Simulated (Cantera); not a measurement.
Cantera run:

```python
import numpy as np
import cantera as ct

gas_names = """
    H HO2 H2 H2O H2O2 O OH O2 O3 Si SiH SiH2 SiH3 SiH4 SiO SiO2 Si2 Si3
""".split()
cond_names = """
    H2O(s) H2O(L) Si(cr) Si(L) SiO2(Lqz) SiO2(hqz) SiO2(L)
""".split()


# ... load() reads the species with a 1 bar reference pressure and builds the phases ...
atoms = {
    'Si': {'Si': 1},
    'H2O': {'H': 2, 'O': 1},
    'H2': {'H': 2},
}
top_T = {}  # K; cautious upper limits of use, not melting points


# ... equilibrate(T, P, feed) seeds the gas with the atoms and calls Mixture.equilibrate('TP', solver="vcs", rtol=1e-11, max_steps=5000) ...
results = []
feed = {'Si': 1, 'H2O': 0.0015, 'H2': 30}  # mol
T = 1175  # K
P = 1000  # Pa
mix = equilibrate(T, P, feed)
results.append((T, P, feed, dict(zip(mix.species_names, mix.species_moles))))
print(gas.report(threshold=0.001))
for i in range(1, mix.n_phases):
    print(f"{mix.phase(i).name:16s} {mix.phase_moles(i):12.5e} mol")
```

Output:

```
       temperature   1175 K
          pressure   1000 Pa
           density   0.00020647 kg/m^3
  mean mol. weight   2.0171 kg/kmol
   phase of matter   gas

                          1 kg             1 kmol
                     ---------------   ---------------
          enthalpy        1.2907e+07        2.6035e+07  J
   internal energy        8.0638e+06        1.6265e+07  J
           entropy        1.0384e+05        2.0946e+05  J/K
    Gibbs function       -1.0911e+08       -2.2008e+08  J
 heat capacity c_p             15357             30977  J/K
 heat capacity c_v             11235             22663  J/K

                      mass frac. Y      mole frac. X     chem. pot. / RT
                     ---------------   ---------------   ---------------
                H2           0.99944           0.99997           -22.526
     [  +17 minor]        0.00056291         2.698e-05

Si(cr)            9.98865e-01 mol
SiO2(hqz)         3.63859e-04 mol
```

These are equilibrium values from Cantera (NASA tables, ideal gas, pure condensed phases), not measurements of a reactor. Mutual solubility and eutectic melting of coexisting phases are not modelled. The tables hold silica as quartz up to 1696 K and as liquid above; real silica turns to tridymite and cristobalite and melts near 1996 K.
